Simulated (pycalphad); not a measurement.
All values are pycalphad results on the COST 507 light-alloy database (1999) (1 atm), not direct measurements. No gas phase is included, though pure Mg would boil below 1377 °C. The data set is of 1999 and partly superseded. Diffusion is slow at the low end, where real alloys seldom reach equilibrium.

Molar enthalpy of Al-0.57Mg-4.28Si (at.%) in equilibrium (SER reference):

```
T (°C)  H (kJ/mol)                      phases
------  ----------  --------------------------
1377         52.45                      liquid
1302         50.08                      liquid
1227         47.71                      liquid
1152         45.34                      liquid
1077         42.97                      liquid
1002         40.60                      liquid
927          38.24                      liquid
852          35.87                      liquid
777          33.51                      liquid
702          31.14                      liquid
677          30.35                      liquid
652          29.56                      liquid
627          27.31                liquid + fcc
552          15.12          fcc + diamond (Si)
527          14.22  fcc + diamond (Si) + MG2SI
477          12.46  fcc + diamond (Si) + MG2SI
402          10.02  fcc + diamond (Si) + MG2SI
327           7.78  fcc + diamond (Si) + MG2SI
252           5.66  fcc + diamond (Si) + MG2SI
177           3.65  fcc + diamond (Si) + MG2SI
102           1.71  fcc + diamond (Si) + MG2SI
```

Cooling from 652 °C to 552 °C, across the freezing range, releases 14.4 kJ/mol, or 535 J/g. The slope is 32 J/(mol K) in the liquid and 36 J/(mol K) just below the solidus, where it includes any heat of precipitation. Liquidus 631 °C, solidus 561 °C. Changes were sought between steps of 25 K, so a narrower field can be missed.

Database names, with the compositions (at.%) that they take in these runs: MG2SI: Mg 67 Si 33.
